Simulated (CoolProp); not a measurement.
Vapour-liquid equilibrium of trans-2-butene (1) + ethanol (2) at 831 kPa; x and y are mole fractions of (1).

The numbers come from the multi-fluid Helmholtz-energy mixture model, Lemmon 2005 and Schroeder 2014; pair parameters Bell 2016 in CoolProp.

```tsv
x	bubble temperature, mixture model (°C)	bubble temperature, Raoult's law (°C)	y, mixture model	y, Raoult's law
0.05	129.1	138.0	0.328	0.181
0.125	108.9	130.1	0.646	0.395
0.2	94.4	122.6	0.790	0.555
0.275	86.0	115.7	0.850	0.673
0.35	81.7	109.3	0.876	0.761
0.425	79.8	103.5	0.887	0.825
0.5	78.9	98.1	0.892	0.874
0.575	78.4	93.2	0.895	0.910
0.65	77.8	88.7	0.900	0.937
0.725	77.0	84.6	0.907	0.957
0.8	75.9	80.8	0.920	0.973
0.875	74.5	77.3	0.940	0.985
0.95	73.0	74.1	0.971	0.995
```

The largest gap from Raoult's law is -29.7 K in bubble temperature, at x = 0.275. No azeotrope shows between x = 0.05 and 0.95.

The pair parameters rest on a limited set of measurements; away from them the model extrapolates. With so large a gap from Raoult's law the liquid may split in two, which this calculation doesn't test in full.
